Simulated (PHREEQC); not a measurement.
Consider water at 10 °C with 0.11 mol/kgw KH2PO4. Closed to the air; pH follows from the charge balance.

The numbers come from PHREEQC with the ion-association model, phreeqc.dat.

Precipitation was switched off in this run.

Task: Estimate the pH, density.

Result: pH 4.45; density 1.010 g/cm³.

Away from 25 °C the constants follow the database's enthalpies or fits; those with neither stay at their 25 °C values.
